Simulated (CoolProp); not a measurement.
Vapour-liquid equilibrium of propylene (1) + R152A (2) at 197.6 K; x and y are mole fractions of (1).

The numbers come from the multi-fluid Helmholtz-energy mixture model, Lemmon 2013 and Outcalt 1996; pair parameters Bell 2016 in CoolProp.

```tsv
x	bubble pressure, mixture model (MPa)	bubble pressure, Raoult's law (MPa)	y, mixture model	y, Raoult's law
0.05	0.008704	0.005986	0.442	0.193
0.15	0.01400	0.007790	0.681	0.445
0.25	0.01731	0.009595	0.761	0.603
0.35	0.01928	0.01140	0.799	0.710
0.45	0.02045	0.01320	0.820	0.788
0.55	0.02118	0.01501	0.835	0.848
0.65	0.02174	0.01681	0.849	0.894
0.75	0.02227	0.01862	0.868	0.932
0.85	0.02279	0.02042	0.898	0.963
0.95	0.02314	0.02223	0.954	0.989
```

The largest gap from Raoult's law is +80.4 % in bubble pressure, at x = 0.25. No azeotrope shows between x = 0.05 and 0.95.

The pair parameters rest on a limited set of measurements; away from them the model extrapolates. With so large a gap from Raoult's law the liquid may split in two, which this calculation doesn't test in full.
